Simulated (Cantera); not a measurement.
Input: 1 mol n-butane, 0.22 mol O₂, 22 mol H₂, at 13300 Pa.

These are equilibrium values from Cantera (NASA tables, ideal gas, pure condensed phases), not measurements of a reactor. Candidate condensed phases: C, C₆H₆, C₇H₈, C₈H₁₈, H₂O; 110 gas species. Rates play no part. All values below are at 800 K.

Base state: H₂ 0.852, CH₄ 0.130, H₂O 0.0129, CO 0.00484, CO₂ 0.000309 (mole fractions); condensed: C(graphite).

### Question
What changes in the equilibrium state with this change: H₂ from 22 to 38 mol?

### Answer
```csv
species,before,after
H₂,0.852,0.889
CH₄,0.130,0.0998
H₂O,0.0129,0.00881
CO₂,0.000309,9.34e-5
CO,0.00484,0.00224
"C(graphite), mol",0.754,0
```

### Question
What changes in the equilibrium state with this change: O₂ from 0.22 to 1.3 mol?

### Answer
```
species             before    after
----------------  --------  -------
H₂                   0.852    0.792
CH₄                  0.130    0.112
H₂O                 0.0129   0.0621
CO                 0.00484   0.0251
CO₂               0.000309  0.00832
C(graphite), mol     0.754    0.350
```

### Question
What changes in the equilibrium state with this change: n-butane replaced by C₂H₄?

### Answer
```
species             before     after
----------------  --------  --------
H₂                   0.852     0.894
CH₄                  0.130    0.0865
H₂O                 0.0129    0.0159
CO                 0.00484   0.00344
CO₂               0.000309  0.000258
C(graphite), mol     0.754         0
```
